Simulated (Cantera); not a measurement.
Input: 1 mol SiC, 0.27 mol C, 3.5 mol H2, at 13.3 mbar.

These are equilibrium values from Cantera (NASA tables, ideal gas, pure condensed phases), not measurements of a reactor. Candidate condensed phases: C, C6H6, C7H8, C8H18, Si, SiC; 99 gas species. Ions and electrons are included (thermal ionisation). Gases not in the tables: Si2H6 and higher silanes. Rates play no part.

x: gas mole fraction; n: condensed amount in mol.

| T (K) | x H2 | x H | x C | x Si | x SiC2 | x C3 | x Si2C | x C2 | n C(graphite) | n SiC(s) |
|---|---|---|---|---|---|---|---|---|---|---|
| 2000 | 0.985 | 0.0140 | 2.28e-9 | 0.000179 | 7.41e-6 | 2.08e-9 | 4.91e-6 | 1.76e-10 | 0.265 | 0.999 |
| 2500 | (withheld) | (withheld) | (withheld) | 0.0853 | (withheld) | (withheld) | (withheld) | (withheld) | (withheld) | (withheld) |
| 3000 | 0.203 | 0.616 | 0.00321 | 0.0918 | 0.0552 | 0.0141 | 0.000574 | 0.00170 | 0 | 0 |
| 3500 | 0.0232 | 0.779 | 0.0463 | 0.109 | 0.00893 | 0.0197 | 2.23e-5 | 0.0106 | 0 | 0 |
| 4000 | 0.00301 | 0.757 | 0.123 | 0.108 | 0.000259 | 0.00116 | 5.44e-7 | 0.00541 | 0 | 0 |
| 4500 | (withheld) | 0.754 | 0.135 | 0.106 | (withheld) | (withheld) | (withheld) | (withheld) | 0 | 0 |
| 5000 | 0.000182 | 0.751 | 0.136 | 0.102 | 1.38e-7 | 4.83e-7 | 7.65e-10 | 0.000164 | 0 | 0 |

**Question.** What belongs in the gaps?

**Answer.** 
- 4500, x H2: 0.000633
- 4500, x SiC2: 4.28e-6
- 4500, x C3: 1.72e-5
- 4500, x Si2C: 1.51e-8
- 4500, x C2: 0.000838
- 2500, x H2: 0.689
- 2500, x H: 0.181
- 2500, x C: 1.25e-5
- 2500, x SiC2: 0.0221
- 2500, x C3: 3.73e-5
- 2500, x Si2C: 0.0122
- 2500, x C2: 3.44e-6
- 2500, n C(graphite): 0.552
- 2500, n SiC(s): 0.399
